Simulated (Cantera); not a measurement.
A Cantera script and what it prints.

```python
import numpy as np
import cantera as ct

gas_names = [...]  # 87 gases of nasa_gas.yaml made of C, H, Si
cond_names = """
    C(gr) C6H6(L) C7H8(L) C8H18(L),n-octa Si(cr) Si(L) SiC(b)
""".split()


# ... load() reads the species with a 1 bar reference pressure and builds the phases ...
atoms = {
    'Si(CH3)4': {'Si': 1, 'C': 4, 'H': 12},
    'C2H4': {'C': 2, 'H': 4},
    'H2': {'H': 2},
}
top_T = {'C(gr)': 4500, 'SiC(b)': 3050}  # K; cautious upper limits of use, not melting points


# ... equilibrate(T, P, feed) seeds the gas with the atoms and calls Mixture.equilibrate('TP', solver="vcs", rtol=1e-11, max_steps=5000) ...
results = []
feed = {'Si(CH3)4': 1, 'C2H4': 0.0073, 'H2': 22}  # mol
P = 2900  # Pa
for T in [1223, 1373, 1523, 1673, 1823, 1973, 2123, 2273]:
    mix = equilibrate(T, P, feed)
    results.append((T, P, feed, dict(zip(mix.species_names, mix.species_moles))))

top = {s: max(r[3][s] / sum(r[3][g] for g in gas_names) for r in results) for s in gas_names}
cols = sorted((s for s in top if top[s] > 1e-05), key=lambda s: -top[s])[:8]
seen = [c for c in cond_names if any(r[3].get(c, 0) > 1e-12 for r in results)]
print("log10 of partial pressures in bar; condensed amounts in mol")
print(f"{'T/K':>10s}" + "".join(f"{s[:9]:>10s}" for s in cols + seen))
for T, P, feed, n in results:
    ng = sum(n[g] for g in gas_names)
    print(f"{T:10.4g}" + "".join(f"{np.log10(max(n[s] / ng * P / 1e5, 1e-99)):10.3f}" for s in cols)
          + "".join(f"{n.get(c, 0):10.4g}" for c in seen))
```

It prints:

```
log10 of partial pressures in bar; condensed amounts in mol
       T/K        H2         H C2H2,acet        Si      SiC2       CH4      Si2C       SiH     C(gr)    SiC(b)
      1223    -1.538    -7.291    -8.343   -14.206   -18.236    -4.951   -18.198   -13.861     3.004         1
      1373    -1.538    -6.246    -7.300   -11.784   -15.059    -5.373   -15.078   -11.798      3.01         1
      1523    -1.538    -5.405    -6.465    -9.843   -12.517    -5.713   -12.583   -10.146     3.012         1
      1673    -1.538    -4.713    -5.782    -8.253   -10.437    -5.992   -10.544    -8.794      3.01         1
      1823    -1.539    -4.133    -5.214    -6.928    -8.706    -6.224    -8.849    -7.668     3.002    0.9998
      1973    -1.541    -3.641    -4.735    -5.806    -7.244    -6.423    -7.418    -6.717      2.98     0.998
      2123    -1.548    -3.219    -4.329    -4.845    -5.994    -6.601    -6.195    -5.905     2.938    0.9821
      2273    -1.563    -2.857    -3.986    -4.012    -4.913    -6.771    -5.139    -5.207     2.908    0.8685
```

These are equilibrium values from Cantera (NASA tables, ideal gas, pure condensed phases), not measurements of a reactor. Gases not in the tables: Si2H6 and higher silanes.
